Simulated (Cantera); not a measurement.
Premixed flame

A freely propagating, adiabatic, planar premixed flame of 3.83 % CH4, 1.68 % C2H6, 1.95 % C3H8, 19.4 % O2, 73.1 % N2, equivalence ratio 1.2, unburnt at 698 K and 100000 Pa; mixture-averaged transport, grid criteria slope 0.08 and curve 0.16, no radiation.

Detailed kinetics in Cantera: GRI-Mech 3.0 (53 species, 325 reactions). GRI-Mech 3.0 was tuned for natural gas; its chemistry of propane as a main component is partial and can be far from experiment. Burning velocities carry a grid error of a few per cent, more on coarse grids.

```
z (mm)   T (K)  u (m/s)     x CH4    x C2H6    x C3H8    x C2H      x NO    x C2H2
-------  -----  -------  --------  --------  --------  -------  --------  --------
-0.809     698     1.89    0.0382    0.0168    0.0195    <1e-8     <1e-8   4.05e-8
-0.539     700     1.90    0.0380    0.0168    0.0194    <1e-8     <1e-8   7.67e-7
-0.404     707     1.92    0.0377    0.0167    0.0193    <1e-8   4.44e-8   4.13e-6
-0.270     754     2.07    0.0363    0.0163    0.0190    <1e-8   3.16e-7   3.59e-5
-0.135    1099     3.11    0.0287    0.0126    0.0134    <1e-8   3.30e-6  0.000481
-0.0674   1497     4.35    0.0187   0.00558   0.00415  1.76e-7   8.42e-6   0.00141
0         1878     5.57   0.00648  0.000420  0.000109  4.73e-6   1.86e-5   0.00221
0.0674    2067     6.16  0.000939   3.36e-6   1.25e-7  5.65e-6   3.44e-5  0.000747
0.135     2121     6.31   7.57e-5     <1e-8     <1e-8  9.19e-7   4.84e-5   7.68e-5
0.270     2154     6.38   3.91e-7     <1e-8     <1e-8    <1e-8   6.15e-5   3.88e-7
0.539     2191     6.46     <1e-8     <1e-8     <1e-8    <1e-8   7.05e-5     <1e-8
1.08      2240     6.58     <1e-8     <1e-8     <1e-8    <1e-8   8.26e-5     <1e-8
2.16      2299     6.72     <1e-8     <1e-8     <1e-8    <1e-8  0.000103     <1e-8
```
x: mole fraction of selected species; z is measured from the peak of heat release.

| Property | Result |
|---|---|
| laminar burning velocity | 188 cm/s |
| thermal thickness | 0.270 mm |
| peak x(C2H) | 7.28e-6 |
| peak x(C2H2) | 0.00226 |
| grid points | 150 |
